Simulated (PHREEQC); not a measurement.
1 kg of water holding 0.019 mol Na2CO3, 0.21 mol Na2SO4 and 0.028 mol NaCl is evaporated at 25 °C; the solids stay in contact with the brine. No CO2 enters from the air. The run lets Burkeite, Halite, Mirabilite, Nahcolite, Natron, Thenardite, Trona precipitate or redissolve, and no other solid.

The series has 28 steps of water left (kg), from 1 to 0.005034.

Model: Pitzer model, pitzer.dat, run in PHREEQC.

### Question
Which solids form, in which order, and at which step of the series does each first stand?

### Answer
Mirabilite from water left = 0.08439 kg (pH 11.26), last present at water left = 0.01503 kg; Thenardite from water left = 0.01503 kg (pH 11.65); Burkeite from water left = 0.01339 kg (pH 11.64); Halite from water left = 0.005034 kg (pH 11.28).
